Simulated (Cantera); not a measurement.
**Premixed flame**

A freely propagating, adiabatic, planar premixed flame of 4.79 % C₃H₈, 20.0 % O₂, 75.2 % N₂, unburnt at 550 K and 1.00 atm; multicomponent transport, grid criteria slope 0.08 and curve 0.16, no radiation.

Detailed kinetics in Cantera: GRI-Mech 3.0 (53 species, 325 reactions). GRI-Mech 3.0 was tuned for natural gas; its chemistry of propane as a main component is partial and can be far from experiment. Burning velocities carry a grid error of a few per cent, more on coarse grids.

```json
[
 {"z (mm)": "-0.804", "T (K)": "550", "u (m/s)": "1.32", "x C₃H₈": "0.0479", "x O₂": "0.200", "x H": "<1e-8", "x OH": "<1e-8", "x NO": "<1e-8", "x C₂H₄": "3.91e-7"},
 {"z (mm)": "-0.536", "T (K)": "551", "u (m/s)": "1.33", "x C₃H₈": "0.0477", "x O₂": "0.199", "x H": "<1e-8", "x OH": "<1e-8", "x NO": "<1e-8", "x C₂H₄": "8.73e-6"},
 {"z (mm)": "-0.402", "T (K)": "557", "u (m/s)": "1.35", "x C₃H₈": "0.0476", "x O₂": "0.197", "x H": "<1e-8", "x OH": "<1e-8", "x NO": "3.03e-8", "x C₂H₄": "5.21e-5"},
 {"z (mm)": "-0.268", "T (K)": "600", "u (m/s)": "1.46", "x C₃H₈": "0.0469", "x O₂": "0.192", "x H": "3.41e-7", "x OH": "5.08e-7", "x NO": "2.38e-7", "x C₂H₄": "0.000516"},
 {"z (mm)": "-0.134", "T (K)": "954", "u (m/s)": "2.41", "x C₃H₈": "0.0354", "x O₂": "0.156", "x H": "7.84e-5", "x OH": "2.67e-5", "x NO": "2.76e-6", "x C₂H₄": "0.00685"},
 {"z (mm)": "-0.0670", "T (K)": "1366", "u (m/s)": "3.58", "x C₃H₈": "0.0130", "x O₂": "0.110", "x H": "0.000851", "x OH": "0.000346", "x NO": "6.99e-6", "x C₂H₄": "0.0131"},
 {"z (mm)": "0", "T (K)": "1768", "u (m/s)": "4.76", "x C₃H₈": "0.000499", "x O₂": "0.0609", "x H": "0.00448", "x OH": "0.00212", "x NO": "1.51e-5", "x C₂H₄": "0.00581"},
 {"z (mm)": "0.0670", "T (K)": "1970", "u (m/s)": "5.33", "x C₃H₈": "8.52e-7", "x O₂": "0.0302", "x H": "0.00922", "x OH": "0.00532", "x NO": "2.78e-5", "x C₂H₄": "0.000469"},
 {"z (mm)": "0.134", "T (K)": "2031", "u (m/s)": "5.49", "x C₃H₈": "<1e-8", "x O₂": "0.0171", "x H": "0.0122", "x OH": "0.00758", "x NO": "3.92e-5", "x C₂H₄": "1.45e-5"},
 {"z (mm)": "0.268", "T (K)": "2070", "u (m/s)": "5.56", "x C₃H₈": "<1e-8", "x O₂": "0.00981", "x H": "0.0139", "x OH": "0.00867", "x NO": "4.99e-5", "x C₂H₄": "1.06e-8"},
 {"z (mm)": "0.536", "T (K)": "2112", "u (m/s)": "5.64", "x C₃H₈": "<1e-8", "x O₂": "0.00735", "x H": "0.0130", "x OH": "0.00851", "x NO": "5.71e-5", "x C₂H₄": "<1e-8"},
 {"z (mm)": "1.07", "T (K)": "2165", "u (m/s)": "5.76", "x C₃H₈": "<1e-8", "x O₂": "0.00579", "x H": "0.0105", "x OH": "0.00791", "x NO": "6.62e-5", "x C₂H₄": "<1e-8"},
 {"z (mm)": "2.14", "T (K)": "2226", "u (m/s)": "5.90", "x C₃H₈": "<1e-8", "x O₂": "0.00411", "x H": "0.00768", "x OH": "0.00686", "x NO": "8.07e-5", "x C₂H₄": "<1e-8"}
]
```
x: mole fraction of selected species; z is measured from the peak of heat release.

| Item | Value |
|---|---|
| laminar burning velocity | 132 cm/s |
| thermal thickness | 0.268 mm |
| peak x(H) | 0.0139 |
| peak x(OH) | 0.00870 |
| peak x(C₂H₄) | 0.0132 |
| grid points | 148 |
